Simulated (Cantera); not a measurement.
Feed: 1 mol SiO2, 9.9 mol HF, 0.74 mol N2, equilibrated at 0.338 Torr.

Equilibrium computed with Cantera from the NASA thermochemical tables; the gas is ideal and each condensed phase is pure. Candidate condensed phases: H2O, Si, SiO2, Si2N2O, Si3N4; 58 gas species. The tables hold silica as quartz up to 1696 K and as liquid above; real silica turns to tridymite and cristobalite and melts near 1996 K. Kinetics and transport are ignored.

Q: Which condensed phases are stable at each of these points (T (K)): 1375, 1425, 1475, 1525, 1575, 1625, 1675, 1725, 1775, 1825, 1875?

A: 
```tsv
T (K)	condensed phases	Si condensed (%)
1375	SiO2(β-quartz)	78.9
1425	SiO2(β-quartz)	80.9
1475	SiO2(β-quartz)	82.6
1525	SiO2(β-quartz)	84.0
1575	SiO2(β-quartz)	85.3
1625	SiO2(β-quartz)	86.3
1675	SiO2(β-quartz)	87.2
1725	SiO2(condensed)	87.9
1775	SiO2(condensed)	88.3
1825	SiO2(condensed)	88.2
1875	SiO2(condensed)	87.0
```

From 1375 K to 1675 K the condensed part is SiO2(β-quartz). From 1725 K to 1875 K the condensed part is SiO2(condensed).
